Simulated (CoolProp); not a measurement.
Vapour-liquid equilibrium of propylene (1) + dimethyl ether (2) at 0.00569 MPa; x and y are mole fractions of (1).

Model: multi-fluid Helmholtz-energy mixture model, Lemmon 2013 and Wu 2011; pair parameters Bell 2016, in CoolProp.

```tsv
x	bubble temperature, mixture model (K)	bubble temperature, Raoult's law (K)	y, mixture model	y, Raoult's law
0.05	194.8	195.7	0.235	0.181
0.125	191.4	193.1	0.458	0.383
0.2	188.8	190.9	0.596	0.528
0.275	186.7	188.9	0.687	0.635
0.35	185.1	187.1	0.751	0.717
0.425	183.7	185.6	0.799	0.781
0.5	182.6	184.2	0.837	0.831
0.575	181.6	182.9	0.868	0.871
0.65	180.8	181.8	0.895	0.905
0.725	180.0	180.7	0.919	0.932
0.8	179.3	179.7	0.941	0.955
0.875	178.6	178.8	0.963	0.974
0.95	177.9	178.0	0.985	0.990
```

The largest gap from Raoult's law is -2.2 K in bubble temperature, at x = 0.275. No azeotrope shows between x = 0.05 and 0.95.

The pair parameters rest on a limited set of measurements; away from them the model extrapolates.
